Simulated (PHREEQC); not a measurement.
Consider water at 25 °C with 0.031 mol HF and 0.0034 mol NaOH per kg of water. Closed to the air; pH follows from the charge balance.

All values are PHREEQC results (ion-association model, wateq4f.dat), not measurements.

No solid was allowed to form.

**Question.** Predict the pH, ionic strength.

**Answer.** pH 2.57; ionic strength 0.00632 mol/kgw.

**Question.** In which forms is F present?

**Answer.** HF 70 %, F- 19 %, H2F2 7.9 %, HF2- 3.1 % of the F.

Complexes and solids missing from the database can't appear. wateq4f.dat counts part of the HF as a dimer, H2F2, which phreeqc.dat doesn't know; its constant is uncertain.
